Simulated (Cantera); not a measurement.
An isothermal, constant-pressure homogeneous reactor starts with H2 : O2 : N2 = 0.05 : 1 : 0.0035 (molar parts), at 1423 K and 0.975 Torr.

Cantera simulation using GRI-Mech 3.0 (53 species, 325 reactions); the numbers are that mechanism's predictions, not measurements. Radical loss at walls, strong at low pressure, is not modelled. The temperature is held fixed by assumption; the heat of reaction is taken as removed at once.

x: mole fraction; the columns are a selection and need not sum to one.

```tsv
t (s)	x H2	x O2	x HO2	x H2O	x H
0.000400	0.0475	0.949	5.62e-8	9.20e-9	3.19e-8
0.00108	0.0475	0.949	1.51e-7	1.26e-7	9.12e-8
0.00290	0.0475	0.949	4.05e-7	2.85e-6	9.00e-7
0.00780	0.0459	0.948	6.94e-7	0.00109	0.000295
0.0210	0.000831	0.908	1.68e-7	0.0410	0.00526
0.0566	0.000770	0.908	1.66e-7	0.0411	0.00514
0.152	0.000763	0.908	1.65e-7	0.0412	0.00506
0.410	0.000746	0.909	1.64e-7	0.0414	0.00487
1.10	0.000700	0.912	1.61e-7	0.0418	0.00439
2.97	0.000594	0.918	1.52e-7	0.0429	0.00336
8.00	(withheld)	0.928	(withheld)	0.0447	(withheld)
```

**Question.** What belongs in the gaps?

**Answer.** 
- 8.00, x H2: 0.000393
- 8.00, x HO2: 1.30e-7
- 8.00, x H: 0.00175
